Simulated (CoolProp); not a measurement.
Nitrogen along the isotherm -165.65 °C: Z from the reference equation and from simpler models built on Tc = -147.0 °C, pc = 3396 kPa, ω = 0.037; each cubic takes its own stable root.

Values from CoolProp's reference Helmholtz-energy equation of state, Span 2000.

```csv
p (kPa),phase,reference,van der Waals,Redlich-Kwong,Soave-Redlich-Kwong,Peng-Robinson
5.37,gas,0.9992,0.9993,0.9992,0.9991,0.9991
8.1,gas,0.9987,0.9990,0.9987,0.9987,0.9986
12.2,gas,0.9981,0.9984,0.9981,0.9981,0.9979
18.4,gas,0.9971,0.9976,0.9971,0.9971,0.9968
27.8,gas,0.9956,0.9964,0.9956,0.9956,0.9952
42,gas,0.9934,0.9946,0.9933,0.9933,0.9928
63.3,gas,0.9900,0.9918,0.9899,0.9899,0.9891
95.5,gas,0.9849,0.9876,0.9847,0.9847,0.9835
144,gas,0.9771,0.9813,0.9769,0.9768,0.9750
217,gas,0.9651,0.9715,0.9648,0.9647,0.9620
328,gas,0.9463,0.9563,0.9460,0.9459,0.9417
495,gas,0.9167,0.9326,0.9166,0.9164,0.9102
746,gas,0.8687,0.8946,0.8691,0.8689,0.8596
1130,gas,0.7825,0.8293,0.7859,0.7855,0.7717
1700,liquid,0.08268,0.7025,0.08732,0.08721,0.07705
```

At some of these states van der Waals gives the other phase, because its saturation line lies elsewhere.
